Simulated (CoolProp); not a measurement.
A simple Rankine cycle with R1224YDZ: condensing at 325.15 K, boiler at 0.981 MPa, turbine inlet 380.6 K, turbine efficiency 0.6, pump efficiency 0.8, no recuperator. Each further row changes one setting.

Computed with CoolProp (reference Helmholtz-energy equation of state, Akasaka 2023).

```csv
case,thermal efficiency (%),net work (kJ/kg),heat in (kJ/kg),turbine exit temperature (K),volume ratio over the turbine
as stated,5.5,10.4,190,358.0,2.98
turbine inlet 400.6 K,5.4,…,211,…,2.92
condensing temperature 317.15 K,6.5,12.9,200,353.8,…
boiler pressure 0.687 MPa,…,7.28,196,367.2,…
turbine efficiency 0.5,4.5,…,190,360.1,…
```

Q: Some entries are withheld; supply them.

A: 
- turbine inlet 400.6 K, net work (kJ/kg): 11.4
- turbine inlet 400.6 K, turbine exit temperature (K): 379.4
- condensing temperature 317.15 K, volume ratio over the turbine: 3.80
- boiler pressure 0.687 MPa, thermal efficiency (%): 3.7
- boiler pressure 0.687 MPa, volume ratio over the turbine: 2.01
- turbine efficiency 0.5, net work (kJ/kg): 8.59
- turbine efficiency 0.5, volume ratio over the turbine: 3.00
